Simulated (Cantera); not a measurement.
A closed system holds: 1 mol Si, 1.1 mol Cl₂, 64 mol H₂, at 400 °C and 10.0 mbar.

Cantera equilibrium calculation (NASA polynomials, part measured and part estimated; ideal gas, pure solids and liquids). Candidate condensed phases: Si; 19 gas species. Kinetics and transport are ignored.

Base state: H₂ 0.991, SiCl₄ 0.00640, SiHCl₃ 0.00268, HCl 0.000299, SiH₂Cl₂ 6.93e-5 (mole fractions); condensed: Si(s).

Q: What changes in the equilibrium state with this change: temperature from 400 °C to 1400 °C?

A: 
```csv
species,before,after
H₂,0.991,0.968
HCl,0.000299,0.0279
SiCl₂,5.72e-8,0.00290
SiCl₄,0.00640,4.13e-8
H,<1e-9,0.00112
Si,<1e-9,4.19e-5
"Si(s), mol",0.409,0.805
```
The tables' values for SiCl are old estimates; treat these amounts as uncertain. Gases not in the tables: Si₂H₆ and higher silanes.
